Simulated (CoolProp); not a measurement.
Vapour-liquid equilibrium of R13 (1) + R11 (2) at 123 kPa; x and y are mole fractions of (1).

Computed with CoolProp (multi-fluid Helmholtz-energy mixture model, Platzer 1990 and Jacobsen 1992; pair parameters Bell 2016). This equation is an older, rougher fit; its heat capacities, sound speeds and derivatives of the liquid may be far off and weren't checked against measurements.

Give the bubble temperature and the first vapour's composition at x = 0.05, 0.15, 0.75. Is there an azeotrope?

x = 0.05: 258.8 K, y = 0.832; x = 0.15: 227.0 K, y = 0.974; x = 0.75: 200.0 K, y = 0.998. No azeotrope shows between x = 0.05 and 0.95.

Pair parameters are fitted to limited data, so mixtures are less certain than the pure fluids. With so large a gap from Raoult's law the liquid may split in two, which this calculation doesn't test in full.
